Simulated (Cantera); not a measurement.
What does this Cantera script print?

```python
import numpy as np
import cantera as ct

gas_names = """
    H HO2 H2 H2O H2O2 O OH O2 O3 Ta TaO TaO2
""".split()
cond_names = """
    H2O(s) H2O(L) Ta(cr) Ta(L) Ta2O5(s) Ta2O5(L)
""".split()


# ... load() reads the species with a 1 bar reference pressure and builds the phases ...
atoms = {
    'Ta': {'Ta': 1},
    'O2': {'O': 2},
    'H2': {'H': 2},
}
top_T = {}  # K; cautious upper limits of use, not melting points


# ... equilibrate(T, P, feed) seeds the gas with the atoms and calls Mixture.equilibrate('TP', solver="vcs", rtol=1e-11, max_steps=5000) ...
results = []
feed = {'Ta': 1, 'O2': 0.56, 'H2': 82}  # mol
T = 2098  # K
for P in [0.1, 1, 10, 100, 1000, 10000, 100000, 1000000]:
    mix = equilibrate(T, P, feed)
    results.append((T, P, feed, dict(zip(mix.species_names, mix.species_moles))))

top = {s: max(r[3][s] / sum(r[3][g] for g in gas_names) for r in results) for s in gas_names}
cols = sorted((s for s in top if top[s] > 1e-06), key=lambda s: -top[s])[:6]
seen = [c for c in cond_names if any(r[3].get(c, 0) > 1e-12 for r in results)]
print("log10 of partial pressures in bar; condensed amounts in mol")
print(f"{'P/Pa':>10s}" + "".join(f"{s[:9]:>10s}" for s in cols + seen))
for T, P, feed, n in results:
    ng = sum(n[g] for g in gas_names)
    print(f"{P:10.4g}" + "".join(f"{np.log10(max(n[s] / ng * P / 1e5, 1e-99)):10.3f}" for s in cols)
          + "".join(f"{n.get(c, 0):10.4g}" for c in seen))
```

Result:

```
log10 of partial pressures in bar; condensed amounts in mol
      P/Pa        H2         H       TaO      TaO2       H2O         O    Ta(cr)  Ta2O5(L)
       0.1    -7.062    -6.043    -8.232    -9.139   -11.250   -10.285         0         0
         1    -5.412    -5.218    -7.235    -7.755    -9.213    -9.897   0.09935         0
        10    -4.137    -4.580    -6.548    -6.380    -7.250    -9.210    0.3334         0
       100    -3.046    -4.035    -6.017    -5.318    -5.629    -8.679    0.5014         0
      1000    -2.015    -3.519    -6.007    -5.298    -4.587    -8.668    0.6252    0.1623
     1e+04    -1.005    -3.015    -6.007    -5.298    -3.578    -8.668    0.6379    0.1786
     1e+05    -0.002    -2.513    -6.007    -5.298    -2.575    -8.668    0.6393    0.1801
     1e+06     0.998    -2.013    -6.007    -5.298    -1.574    -8.668    0.6395    0.1802
```

These are equilibrium values from Cantera (NASA tables, ideal gas, pure condensed phases), not measurements of a reactor. Mutual solubility and eutectic melting of coexisting phases are not modelled. Condensed phases not in the tables: N, O or C dissolved in the metal.
